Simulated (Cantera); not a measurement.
Feed: 1 mol PbO, 2.7 mol CO, 0.28 mol H2, at 760 Pa.

Method: chemical equilibrium by Gibbs-energy minimisation in Cantera with the NASA 1993 tables (ideal gas, pure condensed phases). Candidate condensed phases: C, C6H6, C7H8, C8H18, H2O, Pb, PbO, PbO2, Pb3O4; 113 gas species. The numbers say what is thermodynamically allowed, not how fast it happens.

**Question.** At 1752 °C, list the 4 most abundant gas species with their mole fractions, and the condensed phases.

**Answer.** CO 0.475, Pb 0.248, CO2 0.202, H2O 0.0454. Condensed: gas only.
